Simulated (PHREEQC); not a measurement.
# Hard or scaling water

Consider water at 20 °C with 0.098 mol CaCl2, 5.3e-05 mol Na2SO4 and 0.00038 mol MgSO4 per kg of water. Closed to the air; pH follows from the charge balance.

Computed with PHREEQC (ion-association model, phreeqc.dat).

```yaml
ionic_strength: 0.295 mol/kgw
specific_conductance: 16100 µS/cm
density: 1.007 g/cm³
```

| species | molality | activity | log γ |
|---|---|---|---|
| Cl- | 0.196 | 0.135 | -0.162 |
| Ca+2 | 0.0978 | 0.0287 | -0.533 |
| Mg+2 | 0.000379 | 0.000121 | -0.496 |
| CaSO4 | 0.000233 | 0.000249 | 0.029 |
| SO4-2 | 0.000199 | 5.08e-5 | -0.593 |
| Na+ | 0.000106 | 7.77e-5 | -0.135 |
| MgSO4 | 1.18e-6 | 1.26e-6 | 0.029 |
| H+ | 1.46e-7 | 1.15e-7 | -0.106 |
| OH- | 8.77e-8 | 5.94e-8 | -0.169 |
| CaOH+ | 5.62e-8 | 4.13e-8 | -0.133 |
| NaSO4- | 2.64e-8 | 1.91e-8 | -0.140 |
| MgOH+ | 3.23e-9 | 2.41e-9 | -0.127 |

This is a speciation only: nothing precipitates in the calculation.
